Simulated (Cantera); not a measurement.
An isothermal plug-flow reactor at 525 K and 500000 Pa (inlet), inlet velocity 1.1 m/s, active area per volume 210 1/m; feed H₂ : O₂ : N₂ = 0.016 : 0.033 : 0.79 (molar parts), equivalence ratio 0.24.

Cantera simulation using Deutschmann's 1995 Pt surface mechanism with GRI-Mech 3.0 gas chemistry; the numbers are that mechanism's predictions, not measurements. Catalytic surfaces can have several steady states; this one follows from the mechanism file's or the stated starting coverage. Mass transfer to the wall is taken as infinitely fast.

### Question
Predict: x(H₂) at z = 0.016 m; x(O₂) at z = 0.016 m; x(H₂O) at z = 0.016 m; θ(free Pt) at the exit; θ(O*) at the exit; θ(OH*) at the exit.

### Answer
| Item | Value |
|---|---|
| x(H₂) at z = 0.016 m | 0.000235 |
| x(O₂) at z = 0.016 m | 0.0302 |
| x(H₂O) at z = 0.016 m | 0.0190 |
| θ(free Pt) at the exit | 0.0117 |
| θ(O*) at the exit | 0.957 |
| θ(OH*) at the exit | 0.0308 |
